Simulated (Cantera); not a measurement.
**SiCl4 + N2 (silicon epitaxy and polysilicon growth)**

Feed: 1 mol SiCl4, a varied amount of N2, at 1350 °C and 7.50 mbar.

Cantera equilibrium calculation (NASA polynomials, part measured and part estimated; ideal gas, pure solids and liquids). Candidate condensed phases: Si, Si3N4; 13 gas species. The tables' values for SiCl3 are old estimates; treat these amounts as uncertain. Equilibrium is a limit: real reactors are often held back by kinetics, nucleation or transport.

From 3.4 mol N2 to 280 mol N2 nothing is condensed. The main Si-bearing gas is SiCl4 at 3.4 mol N2 and SiCl2 at 280 mol N2.

```json
[
 {"n(N2) (mol)": "3.4", "x N2": "0.752", "x SiCl4": "0.198", "x Cl": "0.0269", "x SiCl3": "0.0191", "x SiCl2": "0.00428", "x Cl2": "0.000344", "x SiCl": "1.44e-8"},
 {"n(N2) (mol)": "4.9", "x N2": "0.811", "x SiCl4": "0.145", "x Cl": "0.0236", "x SiCl3": "0.0160", "x SiCl2": "0.00409", "x Cl2": "0.000265", "x SiCl": "1.56e-8"},
 {"n(N2) (mol)": "7.1", "x N2": "0.858", "x SiCl4": "0.104", "x Cl": "0.0205", "x SiCl3": "0.0131", "x SiCl2": "0.00388", "x Cl2": "0.000199", "x SiCl": "1.71e-8"},
 {"n(N2) (mol)": "10", "x N2": "0.893", "x SiCl4": "0.0747", "x Cl": "0.0179", "x SiCl3": "0.0108", "x SiCl2": "0.00367", "x Cl2": "0.000152", "x SiCl": "1.85e-8"},
 {"n(N2) (mol)": "15", "x N2": "0.923", "x SiCl4": "0.0496", "x Cl": "0.0151", "x SiCl3": "0.00852", "x SiCl2": "0.00341", "x Cl2": "0.000108", "x SiCl": "2.04e-8"},
 {"n(N2) (mol)": "21", "x N2": "0.942", "x SiCl4": "0.0348", "x Cl": "0.0131", "x SiCl3": "0.00689", "x SiCl2": "0.00319", "x Cl2": "8.13e-5", "x SiCl": "2.19e-8"},
 {"n(N2) (mol)": "31", "x N2": "0.958", "x SiCl4": "0.0227", "x Cl": "0.0110", "x SiCl3": "0.00532", "x SiCl2": "0.00292", "x Cl2": "5.78e-5", "x SiCl": "2.38e-8"},
 {"n(N2) (mol)": "44", "x N2": "0.969", "x SiCl4": "0.0152", "x Cl": "0.00944", "x SiCl3": "0.00417", "x SiCl2": "0.00268", "x Cl2": "4.22e-5", "x SiCl": "2.56e-8"},
 {"n(N2) (mol)": "64", "x N2": "0.977", "x SiCl4": "0.00968", "x Cl": "0.00794", "x SiCl3": "0.00317", "x SiCl2": "0.00242", "x Cl2": "2.99e-5", "x SiCl": "2.75e-8"},
 {"n(N2) (mol)": "93", "x N2": "0.983", "x SiCl4": "0.00605", "x Cl": "0.00664", "x SiCl3": "0.00236", "x SiCl2": "0.00216", "x Cl2": "2.09e-5", "x SiCl": "2.93e-8"},
 {"n(N2) (mol)": "130", "x N2": "0.987", "x SiCl4": "0.00387", "x Cl": "0.00562", "x SiCl3": "0.00179", "x SiCl2": "0.00193", "x Cl2": "1.50e-5", "x SiCl": "3.10e-8"},
 {"n(N2) (mol)": "190", "x N2": "0.990", "x SiCl4": "0.00226", "x Cl": "0.00461", "x SiCl3": "0.00127", "x SiCl2": "0.00168", "x Cl2": "1.01e-5", "x SiCl": "3.28e-8"},
 {"n(N2) (mol)": "280", "x N2": "0.993", "x SiCl4": "0.00125", "x Cl": "0.00371", "x SiCl3": "0.000873", "x SiCl2": "0.00142", "x Cl2": "6.52e-6", "x SiCl": "3.47e-8"}
]
```
x: gas mole fraction; nothing condenses.
